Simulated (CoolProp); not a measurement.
Vapour-liquid equilibrium of R22 (1) + R152A (2) at 200.2 K; x and y are mole fractions of (1).

Computed with CoolProp (multi-fluid Helmholtz-energy mixture model, Kamei 1995 and Outcalt 1996; pair parameters Bell 2016).

```csv
x,"bubble pressure, mixture model (bar)","bubble pressure, Raoult's law (bar)","y, mixture model","y, Raoult's law"
0.05,0.06572,0.06712,(withheld),0.126
0.2,0.07824,0.08319,0.370,0.406
0.35,0.09212,0.09926,0.571,0.596
0.5,(withheld),0.1153,(withheld),0.732
0.65,(withheld),0.1314,(withheld),0.835
0.8,0.1436,0.1475,0.926,0.916
0.95,(withheld),0.1635,0.985,0.981
```

Task: Some entries are withheld; supply them.

Result: 
- 0.05, y, mixture model: 0.107
- 0.5, bubble pressure, mixture model (bar): 0.1077
- 0.5, y, mixture model: 0.725
- 0.65, bubble pressure, mixture model (bar): 0.1250
- 0.65, y, mixture model: 0.841
- 0.95, bubble pressure, mixture model (bar): 0.1626

The largest gap from Raoult's law is -7.2 % in bubble pressure, at x = 0.35. No azeotrope shows between x = 0.05 and 0.95.

Pair parameters are fitted to limited data, so mixtures are less certain than the pure fluids.
